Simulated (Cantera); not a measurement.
Charge: 1 mol SiC, 0.11 mol N2O, 200 mol H2, equilibrated at 1875 K and 34.0 Pa.

Cantera equilibrium calculation (NASA polynomials, part measured and part estimated; ideal gas, pure solids and liquids). Candidate condensed phases: C, C6H6, C7H8, C8H18, H2O, Si, SiC, SiO2, Si2N2O, Si3N4; 151 gas species. Kinetics and transport are ignored.

Base state: H2 0.963, H 0.0349, Si 0.00108, CO 0.000534, N2 0.000460, C2H2 (acetylene) 0.000208, HCN 0.000151, SiH 1.81e-5 (mole fractions); condensed: SiC(s).

What changes in the equilibrium state with this change: SiC replaced by Si?


```
species             before    after
----------------  --------  -------
H2                   0.963    0.960
H                   0.0349   0.0348
Si                 0.00108  0.00426
CO                0.000534        0
C2H2 (acetylene)  0.000208        0
HCN               0.000151        0
SiC(s), mol          0.764        0
```
